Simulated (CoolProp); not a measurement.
Model: reference Helmholtz-energy equation of state, Younglove 1994, in CoolProp. It is a modified Benedict-Webb-Rubin equation, recast in Helmholtz form.

Q: For R123, give the phase and the density (kg/m³), isothermal compressibility (1/MPa), expansivity (1/kK), viscosity (µPa s) at 357.1 K and 2.29 MPa; 357.1 K and 3.43 MPa.

A: 
- 357.1 K and 2.29 MPa: liquid; density 1310, isothermal compressibility 0.00435, expansivity 2.32, viscosity 230
- 357.1 K and 3.43 MPa: liquid; density 1320, isothermal compressibility 0.00412, expansivity 2.24, viscosity 235

Viscosity comes from a separate model (Tanaka 1996).
